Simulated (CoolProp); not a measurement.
Model: reference Helmholtz-energy equation of state, Lemmon 2006, in CoolProp. It is a short technical equation, of lower accuracy than the large ones.

### Question
Give the vapour pressure (MPa), liquid density (kg/m³), vapour density (kg/m³), enthalpy of vaporisation (kJ/kg) of saturated carbon monoxide at 83.2, 113.2 K.

### Answer
| T (K) | p (MPa) | liquid density (kg/m³) | vapour density (kg/m³) | enthalpy of vaporisation (kJ/kg) |
|---|---|---|---|---|
| 83.2 | 0.121 | 786 | 5.12 | 212 |
| 113.2 | 1.29 | 626 | 51.2 | 152 |
